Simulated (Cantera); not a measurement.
Charge: 1 mol C2H6, 0.023 mol O2, held at 623 K.

Method: chemical equilibrium by Gibbs-energy minimisation in Cantera with the NASA 1993 tables (ideal gas, pure condensed phases). Candidate condensed phases: C, C6H6, C7H8, C8H18, H2O; 110 gas species. The ideal-gas law is rough above about 30 bar. The numbers say what is thermodynamically allowed, not how fast it happens.

x: gas mole fraction; n: condensed amount in mol.

| P (Pa) | x H2 | x CH4 | x H2O | x CO | x CO2 | n C(graphite) |
|---|---|---|---|---|---|---|
| 10 | 0.981 | 0.00490 | 0.00568 | 0.00770 | 0.000947 | 1.96 |
| 72 | 0.952 | 0.0332 | 0.0122 | 0.00236 | 0.000640 | 1.89 |
| 520 | 0.809 | 0.173 | 0.0170 | 0.000536 | 0.000239 | 1.55 |
| 3700 | ? | ? | ? | ? | ? | ? |
| 27000 | 0.232 | 0.741 | 0.0264 | 5.59e-5 | 0.000135 | 0.722 |
| 190000 | ? | 0.876 | 0.0285 | ? | 0.000133 | ? |
| 1400000 | 0.0362 | 0.934 | 0.0294 | 7.71e-6 | 0.000133 | 0.551 |
| 10000000 | 0.0137 | 0.956 | 0.0297 | 2.88e-6 | 0.000133 | 0.533 |

Problem. Fill in the missing entries.

Solution. 
- 190000, x H2: 0.0951
- 190000, x CO: 2.09e-5
- 190000, n C(graphite): 0.599
- 3700, x H2: 0.502
- 3700, x CH4: 0.475
- 3700, x H2O: 0.0222
- 3700, x CO: 0.000159
- 3700, x CO2: 0.000148
- 3700, n C(graphite): 1.03
